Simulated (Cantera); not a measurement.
**Equilibrium for roasting and sulfation: MgO + SO3 + O2**

A closed system holds: 1 mol MgO, a varied amount of SO3, 0.43 mol O2, at 627 °C and 1 atm.

These are equilibrium values from Cantera (NASA tables, ideal gas, pure condensed phases), not measurements of a reactor. Candidate condensed phases: Mg, MgO, MgS, MgSO4, S; 14 gas species. Rates play no part.

| n(SO3) (mol) | log p O2 | log p SO3 | log p SO2 | n MgO(s) | n MgSO4(s) |
|---|---|---|---|---|---|
| 0.13 | 0.01 | -6.91 | -7.74 | 0.870 | 0.130 |
| 0.16 | 0.01 | -6.91 | -7.74 | 0.840 | 0.160 |
| 0.2 | 0.01 | -6.91 | -7.74 | 0.800 | 0.200 |
| 0.25 | 0.01 | -6.91 | -7.74 | 0.750 | 0.250 |
| 0.3 | 0.01 | -6.91 | -7.74 | 0.700 | 0.300 |
| 0.37 | 0.01 | -6.91 | -7.74 | 0.630 | 0.370 |
| 0.45 | 0.01 | -6.91 | -7.74 | 0.550 | 0.450 |
| 0.55 | 0.01 | -6.91 | -7.74 | 0.450 | 0.550 |
| 0.68 | 0.01 | -6.91 | -7.74 | 0.320 | 0.680 |
| 0.83 | 0.01 | -6.91 | -7.74 | 0.170 | 0.830 |
| 1 | 0.01 | -6.91 | -7.74 | 0 | 1.00 |
log p: log10 of the partial pressure in bar; n: condensed amount in mol.

From 0.13 mol SO3 to 0.83 mol SO3 the condensed part is MgO(s) + MgSO4(s). At 1 mol SO3 the condensed part is MgSO4(s).
